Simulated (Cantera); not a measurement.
Charge: 1 mol CH3SiCl3, 0.012 mol CH4, 1400 mol H2, held at 802 °C and 1.00 Torr.

Method: chemical equilibrium by Gibbs-energy minimisation in Cantera with the NASA 1993 tables (ideal gas, pure condensed phases). Candidate condensed phases: C, C6H6, C7H8, C8H18, Si, SiC; 109 gas species. The feed counts by its element totals alone. Rates play no part.

Base state: H2 0.998, HCl 0.00214 (mole fractions); condensed: SiC(s).

Problem. What changes in the equilibrium state with this change: temperature from 802 °C to 1875 °C?

Solution. 
```
species            before     after
----------------  -------  --------
H2                  0.998     0.889
H                 4.01e-7     0.108
HCl               0.00214   0.00186
Si                  <1e-9  0.000650
C2H2 (acetylene)    <1e-9  0.000329
Cl                  <1e-9  0.000164
SiC(s), mol         1.000         0
```
